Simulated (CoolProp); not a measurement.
Propylene glycol along the isotherm 467.5 K: Z from the reference equation and from simpler models built on Tc = 674.0 K, pc = 7.292 MPa, ω = 0.327; each cubic takes its own stable root.

The numbers come from the reference Helmholtz-energy equation of state, Eisenbach 2021 in CoolProp.

```
p (MPa)   phase  reference
-------  ------  ---------
0.684    liquid    0.01510
1.37     liquid    0.03023
2.05     liquid    0.04519
2.73     liquid    0.06013
3.42     liquid    0.07526
4.1      liquid    0.09014
4.79     liquid     0.1052
5.47     liquid     0.1201
6.15     liquid     0.1349
6.84     liquid     0.1499
7.52     liquid     0.1646
8.2      liquid     0.1794
8.89     liquid     0.1943
9.57     liquid     0.2090
10.3     liquid     0.2248
10.9     liquid     0.2377
```

### Question
How far does each simpler model (van der Waals, Redlich-Kwong, Peng-Robinson) lie from the reference over these 16 states: mean and median of the absolute difference, and the worst?

### Answer
- van der Waals: mean 594.1 %, median 53.3 %, worst +6059.6 % at 467.5 K and 0.684 MPa
- Redlich-Kwong: mean 6.5 %, median 6.4 %, worst +7.5 % at 467.5 K and 0.684 MPa
- Peng-Robinson: mean 10.0 %, median 10.0 %, worst -10.2 % at 467.5 K and 10.9 MPa

At some of these states van der Waals gives the other phase, because its saturation line lies elsewhere.
